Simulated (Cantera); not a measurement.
Charge: 1 mol Nb₂O₅, a varied amount of H₂, 0.76 mol H₂O, equilibrated at 1.33 mbar.

Cantera equilibrium calculation (NASA polynomials, part measured and part estimated; ideal gas, pure solids and liquids). Candidate condensed phases: H₂O, Nb, NbO, NbO₂, Nb₂O₅; 12 gas species. Mutual solubility and eutectic melting of coexisting phases are not modelled. NbO: taken at fixed stoichiometry. Condensed phases not in the tables: the oxides between NbO₂ and Nb₂O₅. The numbers say what is thermodynamically allowed, not how fast it happens.

What condenses at these points (T in °C, n(H₂) in mol): (1375, 7.5); (1675, 770); (1875, 770); (1575, 360); (675, 770); (875, 160); (875, 16); (675, 16)?


| T (°C) | n(H₂) in mol | condensed phases | Nb condensed (%) |
|---|---|---|---|
| 1375 | 7.5 | NbO₂ + Nb₂O₅ | 100.0 |
| 1675 | 770 | NbO | 76.4 |
| 1875 | 770 | gas only | 0.0 |
| 1575 | 360 | NbO + NbO₂ | 96.1 |
| 675 | 770 | NbO₂ | 100.0 |
| 875 | 160 | NbO₂ | 100.0 |
| 875 | 16 | Nb₂O₅ | 100.0 |
| 675 | 16 | Nb₂O₅ | 100.0 |
